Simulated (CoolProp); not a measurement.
Vapour-liquid equilibrium of n-hexane (1) + cyclohexane (2) at 322 kPa; x and y are mole fractions of (1).

The numbers come from the multi-fluid Helmholtz-energy mixture model, Thol 2019 and Zhou 2014; pair parameters Bell 2016 in CoolProp.

Question: Give the bubble temperature and the first vapour's composition at x = 0.5, 0.65, 0.95. Is there an azeotrope?

Answer: x = 0.5: 389.6 K, y = 0.572; x = 0.65: 387.7 K, y = 0.709; x = 0.95: 384.4 K, y = 0.960. No azeotrope shows between x = 0.05 and 0.95.

The pair parameters rest on a limited set of measurements; away from them the model extrapolates.
